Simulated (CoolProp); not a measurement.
Model: reference Helmholtz-energy equation of state, Lemmon 2006, in CoolProp. It is a short technical equation, of lower accuracy than the large ones.

Task: Give the vapour pressure (MPa), liquid density (kg/m³), surface tension (mN/m) of saturated nitrous oxide at -18.75, -1.25, 10.45 °C.

Result: 
```csv
T (°C),p (MPa),liquid density (kg/m³),surface tension (mN/m)
-18.75,1.86,993,8.88
-1.25,3.02,913,5.60
10.45,4.04,849,3.58
```

Surface tension comes from a separate correlation (Mulero 2012).
